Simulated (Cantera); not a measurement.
A jet of H2 : O2 : N2 = 0.015 : 0.061 : 0.79 (molar parts) at 300 K and 6200 Pa hits a platinum plate 7.1 cm away at a mass flux of 0.069 kg/m²/s; the plate temperature is set and raised in steps from an oxygen-covered start.

Detailed kinetics in Cantera: Deutschmann's 1995 Pt surface mechanism with GRI-Mech 3.0 gas chemistry. Catalytic surfaces can have several steady states; this one follows from the mechanism file's or the stated starting coverage.

One state of this run: wall x H2 = 0.00108; wall x O2 = 0.0530; wall x H2O = 0.0310; wall x OH = <1e-8; θ free Pt = 0.136; θ O* = 0.862; θ OH* = 0.00162. x: mole fraction at the wall; θ: surface coverage.

Problem. Which value of plate T (K) does it belong to?
A. 700
B. 800
C. 750
D. 600

Solution. B, 800
